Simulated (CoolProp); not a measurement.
Values from CoolProp's reference Helmholtz-energy equation of state, Penoncello 2003.

Q: For CHF3 (R23), give the phase and the Z, cp (kJ/(kg K)), cv (kJ/(kg K)), expansivity (1/kK) at 205.5 K and 6.54 MPa; 379.4 K and 6.54 MPa.

A: 
- 205.5 K and 6.54 MPa: liquid; Z 0.190, cp 1.24, cv 0.717, expansivity 2.68
- 379.4 K and 6.54 MPa: supercritical; Z 0.784, cp 1.16, cv 0.790, expansivity 5.95
